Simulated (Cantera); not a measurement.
## Thermal oxidation and active oxidation of silicon: Si + CO2 + H2

Input: 1 mol Si, 0.81 mol CO2, 56 mol H2, held at 133 Pa.

These are equilibrium values from Cantera (NASA tables, ideal gas, pure condensed phases), not measurements of a reactor. Candidate condensed phases: C, C6H6, C7H8, C8H18, H2O, Si, SiC, SiO2; 123 gas species. Gases not in the tables: Si2H6 and higher silanes. Rates play no part.

```csv
T (K),x H2,x H,x SiO,x CO,x Si,x SiH,x Si2C,x SiH2,n SiC(s)
1448,0.972,0.000249,0.0157,0.0124,3.68e-7,5.31e-8,3.67e-10,1.22e-7,0.0950
1523,0.971,0.000624,0.0157,0.0124,2.61e-6,2.74e-7,4.75e-9,3.76e-7,0.0949
1598,0.970,0.00144,0.0157,0.0124,1.53e-5,1.21e-6,4.80e-8,1.04e-6,0.0945
1673,0.969,0.00307,0.0156,0.0124,7.67e-5,4.66e-6,3.92e-7,2.61e-6,0.0925
1748,0.965,0.00615,0.0155,0.0125,0.000331,1.58e-5,2.64e-6,6.01e-6,0.0845
1823,0.959,0.0116,0.0149,0.0130,0.00123,4.72e-5,1.48e-5,1.25e-5,0.0559
1898,0.948,0.0208,0.0139,0.0138,0.00303,9.40e-5,3.02e-5,1.79e-5,0
1973,0.934,0.0357,0.0138,0.0138,0.00311,7.95e-5,4.68e-6,1.12e-5,0
2048,0.911,0.0585,0.0136,0.0136,0.00311,6.59e-5,7.64e-7,6.93e-6,0
2123,0.878,0.0921,0.0134,0.0134,0.00307,5.44e-5,1.37e-7,4.34e-6,0
```
x: gas mole fraction; n: condensed amount in mol.

From 1448 K to 1823 K the condensed part is SiC(s). From 1898 K to 2123 K nothing is condensed. The main Si-bearing gas is SiO throughout.
